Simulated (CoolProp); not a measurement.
Vapour-liquid equilibrium of propylene (1) + R125 (2) at 0.00976 MPa; x and y are mole fractions of (1).

Model: multi-fluid Helmholtz-energy mixture model, Lemmon 2013 and Lemmon 2005; pair parameters Bell 2016, in CoolProp.

| x | bubble temperature, mixture model (K) | bubble temperature, Raoult's law (K) | y, mixture model | y, Raoult's law |
|---|---|---|---|---|
| 0.05 | 184.3 | 186.8 | 0.216 | 0.058 |
| 0.15 | 181.7 | 186.5 | (withheld) | 0.172 |
| 0.25 | 180.7 | 186.3 | 0.490 | 0.282 |
| 0.35 | 180.3 | 186.1 | (withheld) | 0.388 |
| 0.45 | 180.1 | 185.9 | 0.546 | 0.492 |
| 0.55 | 180.1 | 185.6 | 0.561 | 0.591 |
| 0.65 | 180.1 | 185.4 | 0.578 | 0.688 |
| 0.75 | 180.3 | 185.2 | 0.610 | 0.781 |
| 0.85 | 181.0 | 185.0 | 0.676 | 0.871 |
| 0.95 | (withheld) | 184.7 | (withheld) | 0.958 |

Q: Some entries are withheld; supply them.

A: 
- 0.15, y, mixture model: 0.411
- 0.35, y, mixture model: 0.527
- 0.95, bubble temperature, mixture model (K): 182.7
- 0.95, y, mixture model: 0.833

The largest gap from Raoult's law is -5.8 K in bubble temperature, at x = 0.35. y crosses x between x = 0.55 and 0.65: the model has an azeotrope there.

Pair parameters are fitted to limited data, so mixtures are less certain than the pure fluids.
